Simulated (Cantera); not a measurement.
Cantera run:

```python
import numpy as np
import cantera as ct

gas_names = """
    CL CLO CL2 Fe FeCL FeCL2 FeCL3 FeO Fe2CL4 Fe2CL6 N NO NO2 NO3 N2 N2O O O2 O3
""".split()
cond_names = """
    Fe(a) Fe(c) Fe(d) Fe(L) FeCL2(s) FeCL2(L) FeCL3(s) FeCL3(L) FeO(s) FeO(L) Fe2O3(s) Fe3O4(s)
""".split()


# ... load() reads the species with a 1 bar reference pressure and builds the phases ...
atoms = {
    'FeCl2': {'Fe': 1, 'CL': 2},
    'O2': {'O': 2},
    'N2': {'N': 2},
}
top_T = {'Fe2O3(s)': 1830, 'Fe3O4(s)': 1870}  # K; cautious upper limits of use, not melting points


# ... equilibrate(T, P, feed) seeds the gas with the atoms and calls Mixture.equilibrate('TP', solver="vcs", rtol=1e-11, max_steps=5000) ...
results = []
feed = {'FeCl2': 1, 'O2': 3.3, 'N2': 0.42}  # mol
P = 5900  # Pa
for T in [1100, 1125, 1150, 1175, 1200, 1225, 1250, 1275, 1300, 1325, 1350, 1375, 1400]:
    mix = equilibrate(T, P, feed)
    results.append((T, P, feed, dict(zip(mix.species_names, mix.species_moles))))

top = {s: max(r[3][s] / sum(r[3][g] for g in gas_names) for r in results) for s in gas_names}
cols = sorted((s for s in top if top[s] > 0.0001), key=lambda s: -top[s])[:7]
seen = [c for c in cond_names if any(r[3].get(c, 0) > 1e-12 for r in results)]
print("log10 of partial pressures in bar; condensed amounts in mol")
print(f"{'T/K':>10s}" + "".join(f"{s[:9]:>10s}" for s in cols + seen))
for T, P, feed, n in results:
    ng = sum(n[g] for g in gas_names)
    print(f"{T:10.4g}" + "".join(f"{np.log10(max(n[s] / ng * P / 1e5, 1e-99)):10.3f}" for s in cols)
          + "".join(f"{n.get(c, 0):10.4g}" for c in seen))
```

Result:

```
log10 of partial pressures in bar; condensed amounts in mol
       T/K        O2       CL2        N2     FeCL2     FeCL3        CL        NO  Fe2O3(s)
      1100    -1.420    -1.848    -2.206    -4.473    -3.473    -3.744    -5.493    0.4875
      1125    -1.419    -1.857    -2.207    -4.214    -3.335    -3.616    -5.396    0.4823
      1150    -1.418    -1.868    -2.208    -3.971    -3.208    -3.496    -5.304    0.4754
      1175    -1.417    -1.882    -2.209    -3.743    -3.094    -3.382    -5.216    0.4665
      1200    -1.416    -1.900    -2.210    -3.529    -2.991    -3.276    -5.131    0.4551
      1225    -1.414    -1.923    -2.212    -3.330    -2.902    -3.176    -5.050    0.4411
      1250    -1.412    -1.952    -2.215    -3.147    -2.827    -3.084    -4.972    0.4241
      1275    -1.411    -1.987    -2.218    -2.978    -2.766    -2.999    -4.898    0.4041
      1300    -1.409    -2.029    -2.222    -2.825    -2.720    -2.921    -4.827    0.3811
      1325    -1.407    -2.079    -2.226    -2.687    -2.691    -2.851    -4.759    0.3554
      1350    -1.405    -2.137    -2.231    -2.564    -2.677    -2.788    -4.694    0.3274
      1375    -1.404    -2.203    -2.237    -2.456    -2.680    -2.733    -4.632     0.298
      1400    -1.403    -2.277    -2.242    -2.363    -2.699    -2.685    -4.572    0.2681
```

Method: chemical equilibrium by Gibbs-energy minimisation in Cantera with the NASA 1993 tables (ideal gas, pure condensed phases).
